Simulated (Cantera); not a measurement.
Ignition delay

Mixture: CO : H2 : O2 : N2 : CO2 = 1 : 0.094 : 0.897 : 2.51 : 0.34 (molar parts), equivalence ratio 0.61, at 51000 Pa, adiabatic and at constant volume. Ignition delay is the time to a rise of 400 K.

Computed with Cantera and GRI-Mech 3.0 (53 species, 325 reactions). Below about 950 K walls govern HO2 and H2O2 in real vessels. Where the delays flatten at high temperature, the 400 K rule measures the pace of heat release, not the induction time.

| T0 (K) | delay (ms) |
|---|---|
| 850 | 242 |
| 950 | 1.77 |
| 1050 | 0.539 |
| 1150 | 0.314 |
| 1250 | 0.232 |
| 1350 | 0.197 |
| 1450 | 0.185 |
| 1550 | 0.189 |
| 1650 | 0.205 |
